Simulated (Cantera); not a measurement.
Reactions in the system N-O-V

Cantera with NASA thermochemical tables; ideal gases at 1 bar, condensed phases pure. Values are per mole of reaction as written; species without (g) are pure solids or liquids, kept so even where they would boil at 1 bar.

2 V2O5 + N2(g) ⇌ 2 NO(g) + 2 V2O4

| T (K) | ΔH° (kJ) | ΔS° (J/K) | ΔG° (kJ) | log10 K |
|---|---|---|---|---|
| 598 | 446.4 | 226.9 | 310.7 | -27.14 |
| 673 | 445.8 | 225.9 | 293.8 | -22.80 |
| 748 | 445.2 | 225.0 | 276.8 | -19.33 |
| 823 | 444.5 | 224.2 | 260.0 | -16.50 |
| 898 | 443.7 | 223.3 | 243.2 | -14.15 |
